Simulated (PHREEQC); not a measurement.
1 kg of water holding 0.012 mol MgSO4, 0.39 mol Na2SO4 and 0.0063 mol K2SO4 is evaporated at 25 °C; the solids stay in contact with the brine. No CO2 enters from the air. Solids allowed: Arcanite, Bloedite, Brucite, Epsomite, Glaserite, Hexahydrite, Kieserite, Leonite, Mirabilite, Misenite, Schoenite, Thenardite. Others were left out.

All values are PHREEQC results (Pitzer model, pitzer.dat), not measurements.

| water left (kg) | ionic strength | water activity | Mirabilite (mol) | K in solution (mol/kgw) |
|---|---|---|---|---|
| 1 | 1.24 | 0.985 | 0 | 0.0126 |
| 0.8219 | 1.50 | 0.982 | 0 | 0.0153 |
| 0.6755 | 1.83 | 0.979 | 0 | 0.0187 |
| 0.5552 | 2.23 | 0.974 | 0 | 0.0227 |
| 0.4563 | 2.71 | 0.970 | 0 | 0.0276 |
| 0.375 | 3.30 | 0.964 | 0 | 0.0336 |
| 0.3082 | 4.01 | 0.956 | 0 | 0.0409 |
| 0.2533 | 4.88 | 0.947 | 0 | 0.0497 |
| 0.2082 | 5.94 | 0.936 | 0 | 0.0605 |
| 0.1568 | 6.36 | 0.932 | 0.0798 | 0.0804 |
| 0.1097 | 6.58 | 0.930 | 0.172 | 0.115 |
| 0.07107 | 6.97 | 0.926 | 0.247 | 0.177 |
| 0.03925 | 7.85 | 0.919 | 0.310 | 0.321 |
| 0.01308 | 11.8 | 0.877 | 0.361 | 0.964 |

Mirabilite from water left = 0.1568 kg.

Complexes and solids missing from the database can't appear.
